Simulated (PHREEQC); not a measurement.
0.98 g of hydrous ferric oxide (600 m²/g; 0.2 weak and 0.005 strong sites per Fe, Dzombak-Morel constants, diffuse double layer) in 1 kg of water with 0.05 mol/kgw of an inert sodium salt and 0.00038 mol/kgw NaF and 0.001 mol/kgw H3BO3, at 25 °C; the pH is set by adding NaOH or the inert anion's acid. O2 is buffered at 0.21 atm. The system is closed to CO2. Nothing may precipitate in this run.

The numbers come from PHREEQC with the ion-association model, wateq4f.dat.

Predict B sorbed (%), surface charge σ (C/m²), surface potential ψ (mV) at pH = 3.38, 4.12, 6.75, 9.


```
pH    B sorbed (%)  surface charge σ (C/m²)  surface potential ψ (mV)
----  ------------  -----------------------  ------------------------
3.38           0.0                    0.291                       158
4.12           0.1                    0.240                       149
6.75           0.6                    0.040                        62
9              0.4                   -0.026                       -45
```

Species that the database lacks are ignored. Real BF4- forms and hydrolyses slowly; the run takes it at equilibrium. The oxide is taken as insoluble; below pH 4 it would dissolve.
